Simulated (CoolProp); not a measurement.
A simple Rankine cycle with toluene: condensing at 296.15 K, boiler at 0.228 MPa, turbine inlet 565.1 K, turbine efficiency 0.7, pump efficiency 0.6, no recuperator. Each further row changes one setting.

Computed with CoolProp (reference Helmholtz-energy equation of state, Lemmon 2006). It is a short technical equation, of lower accuracy than the large ones.

| case | thermal efficiency (%) | net work (kJ/kg) | heat in (kJ/kg) | turbine exit temperature (K) | volume ratio over the turbine |
|---|---|---|---|---|---|
| as stated | (withheld) | 135 | 843 | 493.4 | 59.5 |
| turbine inlet 585.1 K | 15.8 | 140 | 884 | 512.9 | (withheld) |
| condensing temperature 288.15 K | (withheld) | 147 | (withheld) | 486.5 | 90.6 |
| boiler pressure 0.16 MPa | 14.8 | 125 | (withheld) | (withheld) | 42.0 |
| turbine efficiency 0.6 | 13.7 | (withheld) | 843 | 503.8 | 60.8 |

Task: What belongs in the gaps?

Result: 
- as stated, thermal efficiency (%): 16.0
- turbine inlet 585.1 K, volume ratio over the turbine: 59.6
- condensing temperature 288.15 K, thermal efficiency (%): 17.2
- condensing temperature 288.15 K, heat in (kJ/kg): 856
- boiler pressure 0.16 MPa, heat in (kJ/kg): 844
- boiler pressure 0.16 MPa, turbine exit temperature (K): 499.5
- turbine efficiency 0.6, net work (kJ/kg): 115
